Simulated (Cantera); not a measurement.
Silicon nitride deposition: Si2Cl6 + NH3 + N2

Charge: 1 mol Si2Cl6, 13 mol NH3, 23 mol N2, equilibrated at 1727 °C and 133 Pa.

Method: chemical equilibrium by Gibbs-energy minimisation in Cantera with the NASA 1993 tables (ideal gas, pure condensed phases). Candidate condensed phases: NH4Cl, Si, Si3N4; 28 gas species. The feed counts by its element totals alone. The tables' values for SiCl, SiN, SiCl3 are old estimates; treat these amounts as uncertain. Gases not in the tables: Si2H6 and higher silanes. Equilibrium is a limit: real reactors are often held back by kinetics, nucleation or transport.

```json
{
  "x(N2)": "0.549",
  "x(H2)": "0.316",
  "x(HCl)": "0.0692",
  "x(H)": "0.0250",
  "x(SiCl2)": "0.0181",
  "x(Si)": "0.0163",
  "x(Cl)": "0.00409",
  "x(SiCl)": "0.00217",
  "x(SiH)": "0.000226",
  "gas_amount": "53.73 mol",
  "log10 activity of Si(l) (absent)": "-0.30"
}
```
